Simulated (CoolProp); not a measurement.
20 sccm (0 °C, 1 atm) of nitrogen bubbles through liquid dimethyl carbonate at 294.4 K and leaves saturated at a total pressure of 0.0899 MPa (ideal gas phase). Each further row changes one setting.

Values from CoolProp's reference Helmholtz-energy equation of state, Zhou 2011.

```
case                      vapour pressure (kPa)  mole fraction of vapour  delivery (mg/min)  delivery (sccm)  change of delivery for a bath 1 K warmer (%)
------------------------  ---------------------  -----------------------  -----------------  ---------------  --------------------------------------------
as stated                                  5.98                      ___               5.72             1.42                                           ___
bath temperature 299.4 K                   7.74                   0.0861               7.58             1.89                                           5.7
total pressure 0.18 MPa                    5.98                   0.0332                ___              ___                                           5.6
```

Task: What belongs in the gaps?

Result: 
- as stated, mole fraction of vapour: 0.0665
- as stated, change of delivery for a bath 1 K warmer (%): 5.8
- total pressure 0.18 MPa, delivery (mg/min): 2.76
- total pressure 0.18 MPa, delivery (sccm): 0.687
